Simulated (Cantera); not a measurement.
A perfectly stirred reactor is fed with CH4 : N2 = 1 : 55 (molar parts), at 0.00100 bar; it is held at 1823 K, and followed from long to short residence time.

Model: GRI-Mech 3.0 (53 species, 325 reactions), integrated in Cantera. GRI-Mech 3.0 stops at C3 and has no aromatics, soot or wall deposition, so with more carbon than oxygen in the feed, carbon stays in small species such as C2H2 where larger ones or solid carbon would form. Radical loss at walls, strong at low pressure, is not modelled.

Question: What does this change do: CH4 1 to 0.32 parts?

Answer: 
```json
[
 {"quantity": "x(CH4) at τ = 0.460 s", "before": "0.0150", "after": "0.00520"},
 {"quantity": "x(C2H4) at τ = 0.460 s", "before": "0.000281", "after": "4.71e-5"},
 {"quantity": "x(H2) at τ = 0.460 s", "before": "0.00329", "after": "0.000576"},
 {"quantity": "x(HCN) at τ = 0.460 s", "before": "1.57e-7", "after": "8.19e-8"},
 {"quantity": "x(C2H2) at τ = 0.460 s", "before": "0.000804", "after": "0.000119"},
 {"quantity": "x(CH4) at τ = 33.0 ms", "before": "0.0178", "after": "0.00576"},
 {"quantity": "x(C2H4) at τ = 33.0 ms", "before": "7.52e-7", "after": "7.12e-8"},
 {"quantity": "x(H2) at τ = 33.0 ms", "before": "3.72e-5", "after": "1.05e-5"},
 {"quantity": "x(HCN) at τ = 33.0 ms", "before": "4.38e-11", "after": "3.54e-11"},
 {"quantity": "x(C2H2) at τ = 33.0 ms", "before": "1.31e-7", "after": "1.22e-8"}
]
```

Question: What does this change do: temperature 1823 to 1473 K?

Answer: 
```json
[
 {"quantity": "x(CH4) at τ = 0.460 s", "before": "0.0150", "after": "0.0179"},
 {"quantity": "x(C2H4) at τ = 0.460 s", "before": "0.000281", "after": "1.39e-8"},
 {"quantity": "x(H2) at τ = 0.460 s", "before": "0.00329", "after": "1.61e-6"},
 {"quantity": "x(HCN) at τ = 0.460 s", "before": "1.57e-7", "after": "<1e-12"},
 {"quantity": "x(C2H2) at τ = 0.460 s", "before": "0.000804", "after": "4.48e-10"},
 {"quantity": "x(CH4) at τ = 33.0 ms", "before": "0.0178", "after": "0.0179"},
 {"quantity": "x(C2H4) at τ = 33.0 ms", "before": "7.52e-7", "after": "4.75e-12"},
 {"quantity": "x(H2) at τ = 33.0 ms", "before": "3.72e-5", "after": "1.05e-7"},
 {"quantity": "x(HCN) at τ = 33.0 ms", "before": "4.38e-11", "after": "<1e-12"},
 {"quantity": "x(C2H2) at τ = 33.0 ms", "before": "1.31e-7", "after": "<1e-12"}
]
```
